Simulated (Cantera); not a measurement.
An isothermal, constant-pressure homogeneous reactor starts with H2 : O2 : N2 = 0.11 : 1 : 2.6 (molar parts), equivalence ratio 0.055, at 1425 K and 0.00868 atm.

Cantera simulation using the H2/O2 subset of GRI-Mech 3.0, which has no nitrogen chemistry; the numbers are that mechanism's predictions, not measurements. Radical loss at walls, strong at low pressure, is not modelled.

One state of this run: x H2 = 0.000565; x O2 = 0.251; x OH = 0.00269; x HO2 = 3.67e-7; x H = 0.00261; x H2O = 0.0266; x H2O2 = 1.35e-8. x: mole fraction; the columns are a selection and need not sum to one.

Task: Which value of t (s) does it belong to?
A. 10.0
B. 0.0253
C. 0.00231
D. 0.277

Result: D, 0.277
